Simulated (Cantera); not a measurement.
Input (Python, Cantera):

```python
import numpy as np
import cantera as ct

gas = ct.Solution("gri30.yaml")
gas.TPX = 1175, 100000, {'H2': 1.3, 'O2': 1, 'N2': 3.1}
reactor = ct.IdealGasConstPressureReactor(gas, energy="off", clone=False)
net = ct.ReactorNet([reactor])
net.rtol, net.atol = 1e-08, 1e-18
show = ['H2', 'O2', 'O', 'NO', 'OH', 'NO2', 'H']
times = np.geomspace(0.0005, 100, 15)

steps = ct.SolutionArray(gas, extra=["t"])
rows = []
print(f"{'t/s':>10s}{'T/K':>9s}{'P/Pa':>11s}" + "".join(f"{s:>11s}" for s in show))
for t in times:
    while net.time < t:
        t_next = net.step()
        steps.append(gas.state, t=t_next)
    rows.append([np.interp(t, steps.t, y) for y in (steps.T, steps.P, *steps(*show).X.T)])
    print(f"{t:10.3e}{rows[-1][0]:9.1f}{rows[-1][1]:11.4g}" + "".join(f"{x:11.3e}" for x in rows[-1][2:]))
rate = np.gradient(steps.T, steps.t)
print("integrator steps:", len(steps.t))
if steps.T.max() > steps.T[0] + 200:
    print(f"time of steepest temperature rise: {steps.t[rate.argmax()]:.4e} s")
gas.TPX = 1175, 100000, {'H2': 1.3, 'O2': 1, 'N2': 3.1}
gas.equilibrate("TP")
print(f"equilibrium (TP): T = {gas.T:.1f} K  " + "  ".join(f"{s} {gas[s].X[0]:.3e}" for s in show))
```

Result:

```
       t/s      T/K       P/Pa         H2         O2          O         NO         OH        NO2          H
 5.000e-04   1175.0      1e+05  9.755e-04  7.407e-02  2.070e-05  3.547e-06  1.054e-04  2.298e-07  8.188e-06
 1.196e-03   1175.0      1e+05  4.088e-04  7.384e-02  4.540e-06  3.279e-06  4.570e-05  4.987e-07  1.456e-06
 2.859e-03   1175.0      1e+05  1.524e-04  7.374e-02  1.049e-06  2.986e-06  2.361e-05  7.921e-07  2.806e-07
 6.838e-03   1175.0      1e+05  4.120e-05  7.370e-02  2.354e-07  2.844e-06  1.403e-05  9.344e-07  4.574e-08
 1.635e-02   1175.0      1e+05  5.649e-06  7.368e-02  6.107e-08  3.054e-06  9.498e-06  7.252e-07  4.445e-09
 3.910e-02   1175.0      1e+05  2.323e-07  7.368e-02  2.471e-08  3.484e-06  6.709e-06  2.953e-07  2.018e-10
 9.351e-02   1175.0      1e+05  1.607e-08  7.368e-02  1.252e-08  3.711e-06  4.802e-06  6.763e-08  3.610e-11
 2.236e-01   1175.0      1e+05  9.409e-09  7.368e-02  6.917e-09  3.747e-06  3.564e-06  3.206e-08  1.719e-11
 5.347e-01   1175.0      1e+05  7.782e-09  7.368e-02  4.548e-09  3.741e-06  2.886e-06  3.821e-08  1.175e-11
 1.279e+00   1175.0      1e+05  7.597e-09  7.368e-02  4.036e-09  3.737e-06  2.718e-06  4.183e-08  1.083e-11
 3.058e+00   1175.0      1e+05  7.589e-09  7.368e-02  4.004e-09  3.737e-06  2.707e-06  4.206e-08  1.077e-11
 7.312e+00   1175.0      1e+05  7.585e-09  7.368e-02  3.992e-09  3.737e-06  2.703e-06  4.214e-08  1.075e-11
 1.749e+01   1175.0      1e+05  7.585e-09  7.368e-02  3.990e-09  3.737e-06  2.702e-06  4.215e-08  1.075e-11
 4.182e+01   1175.0      1e+05  7.585e-09  7.368e-02  3.990e-09  3.737e-06  2.702e-06  4.215e-08  1.075e-11
 1.000e+02   1175.0      1e+05  7.585e-09  7.368e-02  3.990e-09  3.737e-06  2.702e-06  4.215e-08  1.075e-11
integrator steps: 1697
equilibrium (TP): T = 1175.0 K  H2 7.587e-09  O2 7.364e-02  O 3.988e-09  NO 8.719e-05  OH 2.702e-06  NO2 9.833e-07  H 1.075e-11
```

Detailed kinetics in Cantera: GRI-Mech 3.0 (53 species, 325 reactions). The temperature is held fixed by assumption; the heat of reaction is taken as removed at once.
